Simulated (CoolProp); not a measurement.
A Linde-Hampson liquefier for nitrogen: isothermal reversible compression at 280 K from 1 atm to 40 MPa, throttling to 1 atm, return gas leaving the recuperator 5 K below the feed. Each further row changes one setting.

The numbers come from the reference Helmholtz-energy equation of state, Span 2000 in CoolProp.

```
case                        liquid yield per pass  compression work (kJ/kg of gas)
--------------------------  ---------------------  -------------------------------
as stated                                     ___                              503
high pressure 80 MPa                        0.061                              ___
warm-end temperature 310 K                    ___                              561
warm-end gap 10 K                             ___                              503
```

Task: Some entries are withheld; supply them.

Result: 
- as stated, liquid yield per pass: 0.102
- high pressure 80 MPa, compression work (kJ/kg of gas): 588
- warm-end temperature 310 K, liquid yield per pass: 0.072
- warm-end gap 10 K, liquid yield per pass: 0.091
